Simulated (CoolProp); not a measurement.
Aqueous potassium formate as a coolant, 4 % by mass, freezing at -1.8 °C, 1 atm.

Values from CoolProp's Melinder's fits for secondary coolants.

| T (°C) | cp (kJ/(kg K)) | Prandtl number | conductivity (W/(m K)) | density (kg/m³) |
|---|---|---|---|---|
| 2.2 | [?] | 12.7 | 0.561 | 1026 |
| 7.6 | 4.038 | 10.6 | [?] | 1026 |
| 13 | 4.034 | [?] | 0.579 | 1025 |
| 18.4 | 4.031 | 7.77 | 0.587 | [?] |
| 23.8 | 4.030 | [?] | 0.595 | 1023 |
| 29.2 | 4.030 | 5.92 | 0.603 | 1021 |
| 34.5 | 4.030 | 5.24 | 0.611 | [?] |

**Question.** Complete the blanks.

**Answer.** 
- 2.2, cp (kJ/(kg K)): 4.044
- 7.6, conductivity (W/(m K)): 0.570
- 13, Prandtl number: 9.03
- 18.4, density (kg/m³): 1024
- 23.8, Prandtl number: 6.75
- 34.5, density (kg/m³): 1019
